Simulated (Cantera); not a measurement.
Charge: 1 mol Pb, 8.2 mol H2O, a varied amount of CO, equilibrated at 1273.15 K and 2500 Pa.

Cantera equilibrium calculation (NASA polynomials, part measured and part estimated; ideal gas, pure solids and liquids). Candidate condensed phases: C, C6H6, C7H8, C8H18, H2O, Pb, PbO, PbO2, Pb3O4; 113 gas species. Rates play no part.

Problem. Which condensed phases are stable at each of these points (n(CO) (mol)): 1.3, 1.7, 2.3, 3, 4, 5.4, 7.2, 9.5, 13?

Solution. 
```
n(CO) (mol)  condensed phases  Pb condensed (%)
-----------  ----------------  ----------------
1.3                     Pb(l)              24.5
1.7                     Pb(l)              21.3
2.3                     Pb(l)              16.6
3                       Pb(l)              11.0
4                       Pb(l)               3.1
5.4                  gas only               0.0
7.2                  gas only               0.0
9.5                  gas only               0.0
13                   gas only               0.0
```

From 1.3 mol CO to 4 mol CO the condensed part is Pb(l). From 5.4 mol CO to 13 mol CO nothing is condensed.
